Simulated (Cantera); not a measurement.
CaO + Cl₂ + N₂ (oxide etching and cleaning by halides)

Feed: 1 mol CaO, 12 mol Cl₂, a varied amount of N₂, at 7.50 Torr.

Equilibrium computed with Cantera from the NASA thermochemical tables; the gas is ideal and each condensed phase is pure. Candidate condensed phases: Ca, CaCl₂, CaO; 17 gas species. Condensed phases not in the tables: oxide chlorides. Kinetics and transport are ignored.

Stable condensed phases:

```
T in K \ n(N₂) in mol
         6.7 8.4  10  13  16  20  25  32  39  49  61  76  95
   1725    A   A   A   A   A   A   A   A   A   A   A   A   A
   1675    A   A   A   A   A   A   A   A   A   A   A   A   A
   1625    A   A   A   A   A   A   A   A   A   A   A   A   A
   1575    A   A   A   A   A   A   A   A   A   A   A   A   A
   1525    A   A   A   A   A   A   A   A   A   A   A   A   A
   1475    A   A   A   A   A   A   A   A   A   A   A   A   A
   1425    A   A   A   A   A   A   A   A   A   A   A   A   A
   1375    B   B   B   B   B   B   B   A   A   A   A   A   A
   1325    B   B   B   B   B   B   B   B   B   B   B   B   A
   1275    B   B   B   B   B   B   B   B   B   B   B   B   B
   1225    B   B   B   B   B   B   B   B   B   B   B   B   B
```

A: gas only; B: CaCl₂.
